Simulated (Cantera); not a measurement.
Input: 1 mol V, 0.18 mol H2O, 2.3 mol H2, at 2598.15 K and 10.0 Torr.

Method: chemical equilibrium by Gibbs-energy minimisation in Cantera with the NASA 1993 tables (ideal gas, pure condensed phases). Candidate condensed phases: H2O, V, VO, V2O3, V2O4, V2O5; 12 gas species. Condensed phases not in the tables: N, O or C dissolved in the metal. Equilibrium is a limit: real reactors are often held back by kinetics, nucleation or transport.

Base state: H2 0.565, H 0.248, V 0.140, VO 0.0446, VO2 0.00238, H2O 0.000562, OH 5.70e-5, O 1.62e-5 (mole fractions); condensed: V(l).

Q: What changes in the equilibrium state with this change: temperature from 2598.15 K to 2273 K?

A: 
```tsv
species	before	after
H2	0.565	0.919
H	0.248	0.0697
V	0.140	0.00615
VO	0.0446	0.00433
O	1.62e-5	4.62e-7
OH	5.70e-5	8.87e-6
V(l), mol	0.328	0.807
VO(l), mol	0	0.165
```
Each liquid is taken as pure. Mutual solubility and eutectic melting of coexisting phases are not modelled. VO: taken at fixed stoichiometry.

Q: What changes in the equilibrium state with this change: H2 from 2.3 to 11 mol?

A: 
```
species     before     after
---------  -------  --------
H2           0.565     0.660
H            0.248     0.268
V            0.140    0.0591
VO          0.0446    0.0116
VO2        0.00238  0.000379
O          1.62e-5   9.95e-6
OH         5.70e-5   3.78e-5
V(l), mol    0.328         0
```
